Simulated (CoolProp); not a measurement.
Dimethyl carbonate at several states: Z from the reference equation and from simpler models built on Tc = 557.0 K, pc = 4.909 MPa, ω = 0.346; each cubic takes its own stable root.

The numbers come from the reference Helmholtz-energy equation of state, Zhou 2011 in CoolProp.

```csv
T (K),p (MPa),phase,reference
569.7,6.81,supercritical,0.2564
306.2,0.43,liquid,0.01445
447.3,0.095,gas,0.9864
339.8,15.1,liquid,0.4698
547.5,0.0743,gas,0.9945
357.3,0.02,gas,0.9941
```

Task: How far does each simpler model (van der Waals, Redlich-Kwong, Soave-Redlich-Kwong, Peng-Robinson) lie from the reference over these 6 states: mean and median of the absolute difference, and the worst?

Result: 
- van der Waals: mean 29.0 %, median 17.4 %, worst +73.1 % at 306.2 K and 0.43 MPa
- Redlich-Kwong: mean 8.3 %, median 7.7 %, worst +17.4 % at 569.7 K and 6.81 MPa
- Soave-Redlich-Kwong: mean 7.8 %, median 5.8 %, worst +22.5 % at 569.7 K and 6.81 MPa
- Peng-Robinson: mean 2.2 %, median 0.1 %, worst +12.1 % at 569.7 K and 6.81 MPa
